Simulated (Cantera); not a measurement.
Counterflow diffusion flame

A counterflow diffusion flame at 95000 Pa, nozzles 20 mm apart: fuel side H2 = 1 (molar parts) at 350 K, oxidiser side O2 : N2 = 0.17 : 0.83 (molar parts) at 798 K, fuel mass flux 0.39 times the oxidiser's; mixture-averaged transport, no radiation.

Computed with Cantera and the H2/O2 subset of GRI-Mech 3.0, which has no nitrogen chemistry. The maximum strain rate includes the flame's own expansion and is several times the mean.

```csv
oxidiser flux (kg/m²/s),max strain (1/s),mean strain (1/s),T max (K),peak x OH,peak x H,peak x H2O,peak x HO2
0.57,856,238,2320,0.0173,0.0193,0.230,3.92e-5
0.94,1390,393,2246,0.0173,0.0231,0.226,5.09e-5
1.6,2310,669,2164,0.0171,0.0276,0.223,6.32e-5
2.6,3750,1090,2081,0.0166,0.0323,0.220,7.52e-5
4.2,6010,1760,1994,0.0157,0.0374,0.216,8.73e-5
7,9960,2930,1894,0.0143,0.0424,0.212,9.80e-5
12,17100,5020,1797,0.0129,0.0483,0.207,0.000108
```
x: mole fraction; the columns are a selection and need not sum to one.
